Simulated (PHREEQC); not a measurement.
Dissolve 0.015 mol Pb(NO3)2, 4.3e-05 mol HNO3 and 0.0014 mol Cu(NO3)2 per kg of water at 20 °C. Closed to the air; pH follows from the charge balance.

Computed with PHREEQC (ion-association model, phreeqc.dat).

```json
[
 {"quantity": "pH", "before": "4.38", "after": "4.39"},
 {"quantity": "Pb+2 (mol/kgw)", "before": "0.0124", "after": "0.00142"},
 {"quantity": "PbNO3+ (mol/kgw)", "before": "0.00259", "after": "8.21e-5"},
 {"quantity": "PbOH+ (mol/kgw)", "before": "3.31e-6", "after": "5.14e-7"},
 {"quantity": "Pb2OH+3 (mol/kgw)", "before": "1.94e-6", "after": "2.39e-8"},
 {"quantity": "SI of Pb(OH)2 (Pb(OH)2)", "before": "-1.80", "after": "-2.55"}
]
```

Task: Name the change that produced these shifts.
(A) diluted 10-fold with water
(B) Pb(NO3)2 from 0.015 to 0.0015 mol/kgw
(C) Cu(NO3)2 from 0.0014 to 0.0021 mol/kgw

Result: B, Pb(NO3)2 from 0.015 to 0.0015 mol/kgw

This is a speciation only: nothing precipitates in the calculation.
